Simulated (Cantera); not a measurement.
Feed: 1 mol SiC, a varied amount of N2O, 1.5 mol H2, at 1648 K and 130000 Pa.

Method: chemical equilibrium by Gibbs-energy minimisation in Cantera with the NASA 1993 tables (ideal gas, pure condensed phases). Candidate condensed phases: C, C6H6, C7H8, C8H18, H2O, Si, SiC, SiO2, Si2N2O, Si3N4; 151 gas species. Mutual solubility and eutectic melting of coexisting phases are not modelled. The tables hold silica as quartz up to 1696 K and as liquid above; real silica turns to tridymite and cristobalite and melts near 1996 K. Rates play no part.

x: gas mole fraction; n: condensed amount in mol.

```
n(N2O) (mol)   x H2    x N2    x CO     x CH4     x HCN     x H2O    x SiO  n C(graphite)  n SiC(s)  n Si2N2O(s)  n SiO2(β-quartz)
------------  -----  ------  ------  --------  --------  --------  -------  -------------  --------  -----------  ----------------
0.24          0.969  0.0145  0.0146   0.00163  0.000323   1.20e-5  5.02e-5          0.409     0.565        0.217                 0
0.32          0.969  0.0145  0.0146   0.00163  0.000323   1.20e-5  5.02e-5          0.569     0.405        0.297                 0
0.42          0.969  0.0145  0.0146   0.00163  0.000323   1.20e-5  5.02e-5              ?         ?            ?                 0
0.54          0.947       ?       ?   0.00156         ?         ?  5.01e-5              ?         0        0.500                 0
0.71          0.779   0.109   0.109   0.00106  0.000796   7.22e-5  5.01e-5          0.786         0        0.500                 0
0.93          0.634   0.182   0.182  0.000700  0.000927   9.78e-5  5.00e-5          0.566         0        0.500                 0
1.2           0.516   0.241   0.241  0.000464  0.000963  0.000105  5.00e-5          0.296         0        0.500                 0
1.6           0.412   0.312   0.275   9.09e-5  0.000301  0.000312  8.47e-5              0         0        0.467            0.0666
```

Question: What belongs in the gaps?

Answer: 
- 0.42, n C(graphite): 0.769
- 0.42, n SiC(s): 0.205
- 0.42, n Si2N2O(s): 0.397
- 0.54, x N2: 0.0252
- 0.54, x CO: 0.0253
- 0.54, x HCN: 0.000422
- 0.54, x H2O: 2.03e-5
- 0.54, n C(graphite): 0.957
